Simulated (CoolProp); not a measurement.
Vapour-liquid equilibrium of n-heptane (1) + m-xylene (2) at 281.9 K; x and y are mole fractions of (1).

Model: multi-fluid Helmholtz-energy mixture model, Span 2003 and Zhou 2012; pair parameters Bell 2016, in CoolProp.

| x | bubble pressure (kPa) | y at the bubble point | dew pressure at overall composition x (kPa) | liquid density (mol/L) |
|---|---|---|---|---|
| 0.05 | 0.5766 | 0.325 | 0.4281 | 8.156 |
| 0.2 | 0.9923 | 0.663 | 0.4982 | 7.940 |
| 0.35 | 1.326 | 0.787 | 0.5952 | 7.732 |
| 0.5 | 1.619 | 0.859 | 0.7377 | 7.532 |
| 0.65 | 1.896 | 0.910 | 0.9655 | 7.340 |
| 0.8 | 2.173 | 0.952 | 1.371 | 7.155 |
| 0.95 | 2.460 | 0.989 | 2.159 | 6.976 |

No azeotrope shows between x = 0.05 and 0.95.

Pair parameters are fitted to limited data, so mixtures are less certain than the pure fluids.
